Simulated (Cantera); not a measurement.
Feed: 1 mol CH3Cl, 0.026 mol Si, held at 1000 Pa.

Cantera equilibrium calculation (NASA polynomials, part measured and part estimated; ideal gas, pure solids and liquids). Candidate condensed phases: C, C6H6, C7H8, C8H18, Si, SiC; 109 gas species. The tables' values for SiCl, SiCl3, CCl are old estimates; treat these amounts as uncertain. Equilibrium is a limit: real reactors are often held back by kinetics, nucleation or transport.

x: gas mole fraction; n: condensed amount in mol.

| T (K) | x H | x H2 | x HCl | x Cl | x C3 | x SiCl2 | n C(graphite) |
|---|---|---|---|---|---|---|---|
| 2273 | 0.0578 | 0.474 | 0.417 | 0.0368 | 1.01e-6 | 0.0103 | 0.992 |
| 2373 | 0.0935 | 0.448 | 0.386 | 0.0576 | 6.18e-6 | 0.00791 | 0.986 |
| 2473 | 0.143 | 0.412 | 0.344 | 0.0847 | 3.25e-5 | 0.00484 | 0.976 |
| 2573 | ? | ? | ? | ? | ? | ? | 0.962 |
| 2673 | 0.286 | 0.312 | 0.234 | 0.150 | 0.000613 | 0.000850 | 0.943 |
| 2773 | ? | ? | ? | ? | ? | ? | 0.909 |
| 2873 | 0.457 | 0.189 | 0.122 | 0.203 | 0.00757 | 8.13e-5 | 0.831 |
| 2973 | 0.524 | 0.130 | 0.0787 | 0.216 | 0.0233 | 2.26e-5 | 0.615 |
| 3073 | 0.556 | 0.0799 | 0.0456 | 0.215 | 0.0645 | 5.78e-6 | 0 |

Complete the blanks.


- 2573, x H: 0.208
- 2573, x H2: 0.366
- 2573, x HCl: 0.293
- 2573, x Cl: 0.117
- 2573, x C3: 0.000150
- 2573, x SiCl2: 0.00227
- 2773, x H: 0.373
- 2773, x H2: 0.251
- 2773, x HCl: 0.175
- 2773, x Cl: 0.180
- 2773, x C3: 0.00226
- 2773, x SiCl2: 0.000275
